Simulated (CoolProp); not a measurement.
A single-stage vapour-compression cycle with R134a: evaporating at 250.15 K (dew point), condensing at 270.15 K (bubble point), superheat 2 K, subcooling 5 K, compressor efficiency 0.8, no pressure losses. Each further row changes one setting.

Values from CoolProp's reference Helmholtz-energy equation of state, Tillner-Roth 1994.

| case | cooling COP | pressure ratio | discharge temperature (K) | refrigerating effect (kJ/kg) | volumetric capacity (kJ/m³) |
|---|---|---|---|---|---|
| as stated | 9.56 | 2.25 | 281.6 | 197 | 1170 |
| evaporating temperature 255.15 K | 13.2 | 1.81 | 278.9 | 200 | 1460 |
| condensing temperature 265.15 K | 13.0 | 1.86 | 274.6 | 204 | 1210 |
| subcooling 10 K | 9.88 | 2.25 | 281.6 | 204 | 1210 |
| superheat 12 K | 9.51 | 2.25 | 291.9 | 205 | 1160 |
| compressor efficiency 0.7 | 8.37 | 2.25 | 285.0 | 197 | 1170 |
